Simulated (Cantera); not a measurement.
Input: 1 mol Hg, 0.19 mol O2, 0.19 mol N2, equilibrated at 1000 K and 33000 Pa.

Cantera equilibrium calculation (NASA polynomials, part measured and part estimated; ideal gas, pure solids and liquids). Candidate condensed phases: Hg, HgO; 10 gas species. Equilibrium is a limit: real reactors are often held back by kinetics, nucleation or transport.

Base state: Hg 0.725, N2 0.138, O2 0.138, NO 1.06e-5 (mole fractions); condensed: gas only.

Problem. What changes in the equilibrium state with this change: temperature from 1000 K to 450 K?

Solution. 
| species | before | after |
|---|---|---|
| N2 | 0.138 | 0.969 |
| Hg | 0.725 | 0.0315 |
| O2 | 0.138 | <1e-9 |
| NO | 1.06e-5 | <1e-9 |
| Hg(l), mol | 0 | 0.614 |
| HgO(s), mol | 0 | 0.380 |
